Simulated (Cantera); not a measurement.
Cantera run:

```python
import numpy as np
import cantera as ct

gas_names = [...]  # 113 gases of nasa_gas.yaml made of C, H, O, Ti
cond_names = """
    C(gr) C6H6(L) C7H8(L) C8H18(L),n-octa H2O(s) H2O(L) Ti(a) Ti(b) Ti(L) TiC(s) TiC(L) TiO(a) TiO(b)
    TiO(L) TiO2(ru) TiO2(L) Ti2O3(a) Ti2O3(b) Ti2O3(L) Ti3O5(a) Ti3O5(b) Ti3O5(L) Ti4O7(s) Ti4O7(L)
""".split()


# ... load() reads the species with a 1 bar reference pressure and builds the phases ...
atoms = {
    'Ti': {'Ti': 1},
    'CO': {'C': 1, 'O': 1},
    'H2O': {'H': 2, 'O': 1},
}
top_T = {'C(gr)': 4500}  # K; cautious upper limits of use, not melting points


# ... equilibrate(T, P, feed) seeds the gas with the atoms and calls Mixture.equilibrate('TP', solver="vcs", rtol=1e-11, max_steps=5000) ...
results = []
feed = {'Ti': 1, 'CO': 0.48, 'H2O': 0.067}  # mol
P = 260  # Pa
for T in [1450, 1475, 1500, 1525, 1550, 1575, 1600, 1625, 1650]:
    mix = equilibrate(T, P, feed)
    results.append((T, P, feed, dict(zip(mix.species_names, mix.species_moles))))
    x = sorted(zip(gas.X, gas.species_names), reverse=True)
    print(f"T = {T:g} K  P = {P:g} Pa  gas = {mix.phase_moles(0):.4g} mol")
    print("   x: " + "  ".join(f"{s} {v:.3e}" for v, s in x if v > 1e-06))
    print("   condensed (mol): " + ("  ".join(f"{mix.phase(i).name} {mix.phase_moles(i):.4g}"
          for i in range(1, mix.n_phases) if mix.phase_moles(i) > 1e-12) or "none"))
```

Output:

```
T = 1450 K  P = 260 Pa  gas = 0.0671 mol
   x: H2 9.984e-01  CO 1.377e-03  H 1.853e-04  H2O 4.833e-06
   condensed (mol): TiC(s) 0.4799  TiO(b) 0.4665  Ti2O3(b) 0.02681
T = 1475 K  P = 260 Pa  gas = 0.06717 mol
   x: H2 9.973e-01  CO 2.424e-03  H 2.540e-04  H2O 6.220e-06
   condensed (mol): TiC(s) 0.4798  TiO(b) 0.4668  Ti2O3(b) 0.02667
T = 1500 K  P = 260 Pa  gas = 0.06729 mol
   x: H2 9.955e-01  CO 4.189e-03  H 3.444e-04  H2O 7.931e-06
   condensed (mol): TiC(s) 0.4797  TiO(b) 0.4674  Ti2O3(b) 0.02644
T = 1525 K  P = 260 Pa  gas = 0.0675 mol
   x: H2 9.924e-01  CO 7.116e-03  H 4.622e-04  H2O 1.002e-05
   condensed (mol): TiC(s) 0.4795  TiO(b) 0.4684  Ti2O3(b) 0.02604
T = 1550 K  P = 260 Pa  gas = 0.06783 mol
   x: H2 9.875e-01  CO 1.189e-02  H 6.138e-04  H2O 1.254e-05
   condensed (mol): TiC(s) 0.4792  TiO(b) 0.47  Ti2O3(b) 0.02539
T = 1575 K  P = 260 Pa  gas = 0.06837 mol
   x: H2 9.796e-01  CO 1.957e-02  H 8.067e-04  H2O 1.553e-05
   condensed (mol): TiC(s) 0.4787  TiO(b) 0.4727  Ti2O3(b) 0.02432
T = 1600 K  P = 260 Pa  gas = 0.06923 mol
   x: H2 9.672e-01  CO 3.172e-02  H 1.049e-03  H2O 1.902e-05
   condensed (mol): TiC(s) 0.4778  TiO(b) 0.477  Ti2O3(b) 0.02261
T = 1625 K  P = 260 Pa  gas = 0.07063 mol
   x: H2 9.479e-01  CO 5.070e-02  H 1.347e-03  H2O 2.297e-05
   condensed (mol): TiC(s) 0.4764  TiO(b) 0.4839  Ti2O3(b) 0.01984
T = 1650 K  P = 260 Pa  gas = 0.07289 mol
   x: H2 9.183e-01  CO 7.997e-02  H 1.707e-03  H2O 2.724e-05
   condensed (mol): TiC(s) 0.4742  TiO(b) 0.4951  Ti2O3(b) 0.01534
```

Equilibrium computed with Cantera from the NASA thermochemical tables; the gas is ideal and each condensed phase is pure. Mutual solubility and eutectic melting of coexisting phases are not modelled. TiC, TiO: taken at fixed stoichiometry. Condensed phases not in the tables: solid solutions among these carbides, nitrides and lower oxides.
